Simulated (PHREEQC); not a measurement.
Consider water at 20 °C with 11 mmol/kgw LiOH, 3.2 mmol/kgw CO2 and 38 mmol/kgw Na2CO3. Closed to the air; pH follows from the charge balance.

Model: ion-association model, phreeqc.dat, run in PHREEQC.

Each row changes one thing in this solution. This is a speciation only: nothing precipitates in the calculation.

```csv
case,pH,ionic strength (mol/kgw),Na+ (mol/kgw),CO3-2 (mol/kgw),NaCO3- (mol/kgw),HCO3- (mol/kgw)
as made,11.76,0.106,0.0652,0.0298,0.0108,0.000595
LiOH from 0.011 to 0.0022 mol/kgw,10.82,0.0945,0.0659,0.0264,0.00998,0.00468
CO2 replaced by NaHCO3 at the same molality,11.96,0.109,0.0681,0.0297,0.0111,0.000376
CO2 from 0.0032 to 0.016 mol/kgw,10.13,0.102,0.0666,0.0239,0.00894,0.0206
CO2 left out,12.10,0.104,0.0659,0.0276,0.0101,0.000255
temperature from 20 to 45 °C,11.05,0.0860,0.0556,0.0194,0.0204,0.00133
0.0024 mol/kgw Zn(NO3)2 added,11.41,0.106,0.0659,0.0278,0.0101,0.00124
temperature from 20 to 60 °C,10.71,0.0755,0.0506,0.0139,0.0254,0.00187
0.00044 mol/kgw KOH added,11.79,0.106,0.0652,0.0299,0.0108,0.000553
```

Some of these states are supersaturated (in Zn(OH)2(e), for instance). Constants without temperature data keep their 25 °C values here. The database's zinc carbonate complexes are estimates, stronger than later reviews accept.
